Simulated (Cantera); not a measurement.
Feed: 1 mol PbO, 0.53 mol CO, 0.79 mol N2, at 99.0 Pa.

Equilibrium computed with Cantera from the NASA thermochemical tables; the gas is ideal and each condensed phase is pure. Candidate condensed phases: C, Pb, PbO, PbO2, Pb3O4; 27 gas species. Equilibrium is a limit: real reactors are often held back by kinetics, nucleation or transport. All values below are at 902 °C.

Base state: N2 0.410, CO2 0.275, Pb 0.275, PbO 0.0407, CO 5.89e-5 (mole fractions); condensed: PbO(l).

Task: What changes in the equilibrium state with this change: PbO replaced by Pb?

Result: 
| species | before | after |
|---|---|---|
| Pb | 0.275 | 0.431 |
| N2 | 0.410 | 0.341 |
| CO | 5.89e-5 | 0.228 |
| CO2 | 0.275 | 1.40e-6 |
| PbO | 0.0407 | <1e-9 |
| Pb2 | 4.93e-6 | 1.21e-5 |
| PbO(l), mol | 0.392 | 0 |
